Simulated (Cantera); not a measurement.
## N2O furnace oxynitridation

A perfectly stirred reactor is fed with 82.0 % N2O, 18.0 % O2, at 0.800 bar; it is held at 1025 K, and followed from long to short residence time.

Computed with Cantera and GRI-Mech 3.0 (53 species, 325 reactions). GRI-Mech 3.0 was tuned for natural gas; its chemistry of N2O as a main component is partial and can be far from experiment. The mechanism lacks the step 2 NO + O2 → 2 NO2, which can matter for NO2 below about 1400 K. The temperature is held fixed by assumption; the heat of reaction is taken as removed at once.

```tsv
τ (s)	x N2O	x O2	x NO	x N2	x O	x NO2
10	0.725	0.206	0.00296	0.0654	6.55e-8	3.71e-5
4.9	0.770	0.194	0.00159	0.0345	6.75e-8	1.92e-5
2.4	0.794	0.187	0.000815	0.0176	6.85e-8	9.22e-6
1.2	0.807	0.184	0.000418	0.00895	6.91e-8	4.19e-6
0.57	0.813	0.182	0.000201	0.00430	6.93e-8	1.62e-6
0.28	0.817	0.181	9.96e-5	0.00212	6.94e-8	5.75e-7
0.14	0.818	0.181	5.00e-5	0.00106	6.95e-8	1.86e-7
0.067	0.819	0.181	2.40e-5	0.000509	6.95e-8	5.02e-8
0.033	0.819	0.180	1.18e-5	0.000251	6.95e-8	1.33e-8
0.016	0.819	0.180	5.74e-6	0.000122	6.95e-8	3.26e-9
0.0079	0.820	0.180	2.83e-6	6.00e-5	6.94e-8	8.12e-10
```
x: mole fraction; the columns are a selection and need not sum to one.
